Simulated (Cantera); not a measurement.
A Cantera script and what it prints.

```python
import numpy as np
import cantera as ct

gas_names = """
    CL CL2 H HCL H2 Si SiCL SiCL2 SiCL3 SiCL4 SiH SiHCL3 SiH2 SiH2CL2 SiH3 SiH3CL SiH4 Si2 Si3
""".split()
cond_names = """
    Si(cr) Si(L)
""".split()


# ... load() reads the species with a 1 bar reference pressure and builds the phases ...
atoms = {
    'Si': {'Si': 1},
    'HCl': {'H': 1, 'CL': 1},
}
top_T = {}  # K; cautious upper limits of use, not melting points


# ... equilibrate(T, P, feed) seeds the gas with the atoms and calls Mixture.equilibrate('TP', solver="vcs", rtol=1e-11, max_steps=5000) ...
results = []
T = 873  # K
P = 1600  # Pa
for m in [2.8, 3.8, 4.9, 5.9, 6.9, 8, 9, 10, 11, 12]:
    feed = {'Si': 1, 'HCl': m}  # mol
    mix = equilibrate(T, P, feed)
    results.append((T, P, feed, dict(zip(mix.species_names, mix.species_moles))))
    x = sorted(zip(gas.X, gas.species_names), reverse=True)
    print(f"T = {T:g} K  P = {P:g} Pa  n(HCl) = {m:g} mol  gas = {mix.phase_moles(0):.4g} mol")
    print("   x: " + "  ".join(f"{s} {v:.3e}" for v, s in x if v > 0.001))
    print("   condensed (mol): " + ("  ".join(f"{mix.phase(i).name} {mix.phase_moles(i):.4g}"
          for i in range(1, mix.n_phases) if mix.phase_moles(i) > 1e-12) or "none"))
```

Output:

```
T = 873 K  P = 1600 Pa  n(HCl) = 2.8 mol  gas = 2.085 mol
   x: H2 6.458e-01  SiCL4 3.020e-01  SiHCL3 3.996e-02  HCL 1.045e-02  SiCL3 1.050e-03
   condensed (mol): Si(cr) 0.2833
T = 873 K  P = 1600 Pa  n(HCl) = 3.8 mol  gas = 2.829 mol
   x: H2 6.458e-01  SiCL4 3.020e-01  SiHCL3 3.996e-02  HCL 1.045e-02  SiCL3 1.050e-03
   condensed (mol): Si(cr) 0.02739
T = 873 K  P = 1600 Pa  n(HCl) = 4.9 mol  gas = 3.9 mol
   x: H2 5.116e-01  SiCL4 2.552e-01  HCL 2.320e-01  SiHCL3 1.205e-03
   condensed (mol): none
T = 873 K  P = 1600 Pa  n(HCl) = 5.9 mol  gas = 4.9 mol
   x: H2 4.077e-01  HCL 3.882e-01  SiCL4 2.036e-01
   condensed (mol): none
T = 873 K  P = 1600 Pa  n(HCl) = 6.9 mol  gas = 5.9 mol
   x: HCL 4.918e-01  H2 3.387e-01  SiCL4 1.692e-01
   condensed (mol): none
T = 873 K  P = 1600 Pa  n(HCl) = 8 mol  gas = 7 mol
   x: HCL 5.716e-01  H2 2.856e-01  SiCL4 1.427e-01
   condensed (mol): none
T = 873 K  P = 1600 Pa  n(HCl) = 9 mol  gas = 8 mol
   x: HCL 6.251e-01  H2 2.499e-01  SiCL4 1.249e-01
   condensed (mol): none
T = 873 K  P = 1600 Pa  n(HCl) = 10 mol  gas = 9 mol
   x: HCL 6.667e-01  H2 2.221e-01  SiCL4 1.110e-01
   condensed (mol): none
T = 873 K  P = 1600 Pa  n(HCl) = 11 mol  gas = 10 mol
   x: HCL 7.001e-01  H2 1.999e-01  SiCL4 9.994e-02
   condensed (mol): none
T = 873 K  P = 1600 Pa  n(HCl) = 12 mol  gas = 11 mol
   x: HCL 7.273e-01  H2 1.818e-01  SiCL4 9.086e-02
   condensed (mol): none
```

These are equilibrium values from Cantera (NASA tables, ideal gas, pure condensed phases), not measurements of a reactor. The tables' values for SiCl3 are old estimates; treat these amounts as uncertain.
